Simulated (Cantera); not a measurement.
What does this Cantera script print?

```python
import numpy as np
import cantera as ct

gas_names = """
    Ca CaF CaF2 CaO Ca2 F FO FO2 F2 F2O N NF NF2 NF3 NO NO2 NO3 N2 N2O O O2 O3
""".split()
cond_names = """
    Ca(a) Ca(b) Ca(L) CaF2(a) CaF2(b) CaF2(L) CaO(s) CaO(L)
""".split()


def load(file, names, dense=False):
    # The tables refer to 1 bar. Condensed volumes are neglected.
    table = {s.name: s for s in ct.Species.list_from_file(file)}
    out = []
    for n in names:
        d = dict(table[n].input_data)
        d["thermo"] = dict(d["thermo"], **{"reference-pressure": 1e5})
        if dense:
            d["equation-of-state"] = {"model": "constant-volume", "density": "1e6 g/cm^3"}
        out.append(ct.Species.from_dict(d))
    return out


gas = ct.Solution(thermo="ideal-gas", species=load("nasa_gas.yaml", gas_names))
cond = {s.name: ct.Solution(thermo="fixed-stoichiometry", species=[s], name=s.name)
        for s in load("nasa_condensed.yaml", cond_names, dense=True)}
atoms = {
    'CaO': {'Ca': 1, 'O': 1},
    'NF3': {'N': 1, 'F': 3},
}
top_T = {}  # K; cautious upper limits of use, not melting points


def equilibrate(T, P, feed):
    n = {}
    for name, mol in feed.items():
        for a, k in atoms[name].items():
            n[a] = n.get(a, 0.0) + k * mol
    gas.TPX = T, P, n
    mass = sum(n.values()) * gas.mean_molecular_weight
    gas.equilibrate("TP")
    valid = [c for c in cond.values() if c.min_temp <= T <= top_T.get(c.name, c.max_temp)]
    mix = ct.Mixture([(gas, mass / gas.mean_molecular_weight)] + [(c, 0.0) for c in valid])
    mix.T, mix.P = T, P
    mix.equilibrate("TP", solver="vcs", rtol=1e-11, max_steps=5000)
    return mix


results = []
feed = {'CaO': 1, 'NF3': 4.9}  # mol
T = 1598.15  # K
P = 20  # Pa
mix = equilibrate(T, P, feed)
results.append((T, P, feed, dict(zip(mix.species_names, mix.species_moles))))
x = sorted(zip(gas.X, gas.species_names), reverse=True)
print(f"T = {T:g} K  P = {P:g} Pa  gas = {mix.phase_moles(0):.4g} mol")
print("   x: " + "  ".join(f"{s} {v:.3e}" for v, s in x if v > 1e-05))
print("   condensed (mol): " + ("  ".join(f"{mix.phase(i).name} {mix.phase_moles(i):.4g}"
      for i in range(1, mix.n_phases) if mix.phase_moles(i) > 1e-12) or "none"))
```

Output:

```
T = 1598.15 K  P = 20 Pa  gas = 16.65 mol
   x: F 7.627e-01  N2 1.470e-01  CaF2 6.006e-02  O2 2.978e-02  NO 3.123e-04  O 1.731e-04
   condensed (mol): none
```

Method: chemical equilibrium by Gibbs-energy minimisation in Cantera with the NASA 1993 tables (ideal gas, pure condensed phases).
